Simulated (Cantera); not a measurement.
Charge: 1 mol SiH2Cl2, 0.74 mol HCl, 9.5 mol N2, held at 33.0 mbar.

Method: chemical equilibrium by Gibbs-energy minimisation in Cantera with the NASA 1993 tables (ideal gas, pure condensed phases). Candidate condensed phases: NH4Cl, Si, Si3N4; 28 gas species. N2 is the only nitrogen source here; it is nearly inert below about 1500 K, so the nitride shown seldom forms there in practice. Equilibrium is a limit: real reactors are often held back by kinetics, nucleation or transport.

What share of the Si ends up in condensed phases as a function of T (K), at 800, 850, 900, 950, 1000, 1050, 1100, 1150, 1200, 1250, 1300, 1350, 1400, 1450?


| T (K) | Si condensed (%) | as |
|---|---|---|
| 800 | 68.2 | Si3N4(s) |
| 850 | 69.7 | Si3N4(s) |
| 900 | 71.0 | Si3N4(s) |
| 950 | 72.2 | Si3N4(s) |
| 1000 | 73.2 | Si3N4(s) |
| 1050 | 74.1 | Si3N4(s) |
| 1100 | 74.8 | Si3N4(s) |
| 1150 | 75.4 | Si3N4(s) |
| 1200 | 75.9 | Si3N4(s) |
| 1250 | 76.0 | Si3N4(s) |
| 1300 | 75.6 | Si3N4(s) |
| 1350 | 74.3 | Si3N4(s) |
| 1400 | 71.4 | Si3N4(s) |
| 1450 | 66.2 | Si3N4(s) |
